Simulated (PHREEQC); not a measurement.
## Leach liquor

Solution (25 °C): 0.13 mol HCl, 0.014 mol Al2(SO4)3 and 0.00028 mol Fe2(SO4)3 per kg of water. Closed to the air; pH follows from the charge balance.

Equilibrium calculation in PHREEQC: ion-association model, phreeqc.dat.

| Item | Value |
|---|---|
| pH | 1.06 |
| ionic strength | 0.211 mol/kgw |
| density | 1.004 g/cm³ |
| total alkalinity | -131 meq/kg |

```
species    molality  activity   log γ
---------  --------  --------  ------
Cl-           0.130    0.0924  -0.148
H+            0.109    0.0867  -0.099
HSO4-        0.0207    0.0154  -0.128
AlSO4+       0.0136   0.00985  -0.140
Al+3         0.0134   0.00171  -0.894
SO4-2       0.00637   0.00183  -0.543
Al(SO4)2-  0.000784  0.000569  -0.140
AlHSO4+2   0.000247   7.57e-5  -0.513
FeSO4+     0.000243  0.000179  -0.134
FeHSO4+2   0.000135   4.15e-5  -0.513
FeCl+2      8.54e-5   2.49e-5  -0.534
Fe+3        7.01e-5   8.94e-6  -0.894
FeCl2+      1.40e-5   1.03e-5  -0.134
Fe(SO4)2-   9.60e-6   7.15e-6  -0.128
```

This is a speciation only: nothing precipitates in the calculation. Saturation is exceeded, for instance for Hematite (slow to form); the values hold only as long as no solid forms.
